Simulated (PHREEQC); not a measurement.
0.03 g of hydrous ferric oxide (600 m²/g; 0.2 weak and 0.005 strong sites per Fe, Dzombak-Morel constants, diffuse double layer) in 1 kg of water with 0.005 mol/kgw of an inert sodium salt and 7.1e-05 mol ZnSO4, 8e-08 mol BaCl2 and 1.4e-07 mol CuSO4, at 25 °C; the pH is set by adding NaOH or the inert anion's acid. Oxygen alone is held at its pressure in air (log pO2 = -0.68). No CO2 enters from the air. Nothing may precipitate in this run.

The numbers come from PHREEQC with the ion-association model, wateq4f.dat.

Q: Predict Cu sorbed (%), surface charge σ (C/m²) at pH = 3.67, 4.33, 5, 9.67, 10.33.

A: 
```
pH     Cu sorbed (%)  surface charge σ (C/m²)
-----  -------------  -----------------------
3.67             0.1                    0.041
4.33             2.3                    0.038
5               26.6                    0.032
9.67            16.1                    0.000
10.33           16.0                   -0.007
```

Along this series the solution becomes supersaturated in solids that the run did not let form, among them Zn(OH)2-e. Complexes and solids missing from the database can't appear. The database's constant for dissolved Cu(OH)2 is higher than later reviews accept. The oxide is taken as insoluble; below pH 4 it would dissolve.
